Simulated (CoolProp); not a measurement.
R1224YDZ at several states: Z from the reference equation and from simpler models built on Tc = 428.7 K, pc = 3334 kPa, ω = 0.325; each cubic takes its own stable root.

Values from CoolProp's reference Helmholtz-energy equation of state, Akasaka 2023.

```csv
T (K),p (kPa),phase,reference,van der Waals,Redlich-Kwong,Soave-Redlich-Kwong
166.3,269,liquid,0.01713,0.02995,0.02010,[?]
224.4,14400,liquid,[?],1.212,[?],[?]
457.1,21.1,gas,0.9982,0.9984,0.9982,0.9983
458.7,15000,supercritical,0.6007,0.8083,[?],[?]
469.3,168,gas,0.9872,0.9879,0.9867,0.9875
```

### Question
Some entries are withheld; supply them.

### Answer

- 166.3, Soave-Redlich-Kwong: 0.01976
- 224.4, reference: 0.7299
- 224.4, Redlich-Kwong: 0.8373
- 224.4, Soave-Redlich-Kwong: 0.8186
- 458.7, Redlich-Kwong: 0.6563
- 458.7, Soave-Redlich-Kwong: 0.6713
